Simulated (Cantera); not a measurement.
Mixture: CO : H₂ : O₂ : N₂ = 1 : 1.2 : 1.64 : 6.17 (molar parts), at 120000 Pa, adiabatic and at constant pressure. Ignition delay is the time to a rise of 400 K.

Detailed kinetics in Cantera: GRI-Mech 3.0 (53 species, 325 reactions). Where the delays flatten at high temperature, the 400 K rule measures the pace of heat release, not the induction time.

Task: Predict: delay at 1275 K; delay at 1475 K; delay at 1675 K; delay at 1875 K; delay at 2075 K.

Result: delay at 1275 K: 37.9 µs
delay at 1475 K: 25.0 µs
delay at 1675 K: 23.7 µs
delay at 1875 K: 27.7 µs
delay at 2075 K: 35.6 µs
